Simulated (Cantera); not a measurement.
Charge: 1 mol SiCl₄, 0.011 mol C₂H₂, 1500 mol H₂, equilibrated at 1825 K and 1.73 Torr.

Method: chemical equilibrium by Gibbs-energy minimisation in Cantera with the NASA 1993 tables (ideal gas, pure condensed phases). Candidate condensed phases: C, C₆H₆, C₇H₈, C₈H₁₈, Si, SiC; 109 gas species. Gases not in the tables: Si₂H₆ and higher silanes. Kinetics and transport are ignored.

Base state: H₂ 0.988, H 0.00913, HCl 0.00261, Si 0.000590, SiH 2.99e-5, Cl 1.84e-5, SiH₂ 1.05e-5 (mole fractions); condensed: SiC(s).

### Question
What changes in the equilibrium state with this change: pressure from 1.73 Torr to 3.08 Torr?

### Answer
```tsv
species	before	after
H₂	0.988	0.990
H	0.00913	0.00684
HCl	0.00261	0.00261
Si	0.000590	0.000565
SiH₂	1.05e-5	1.80e-5
SiCl₂	6.16e-6	1.05e-5
SiC(s), mol	0.00548	0.00955
```
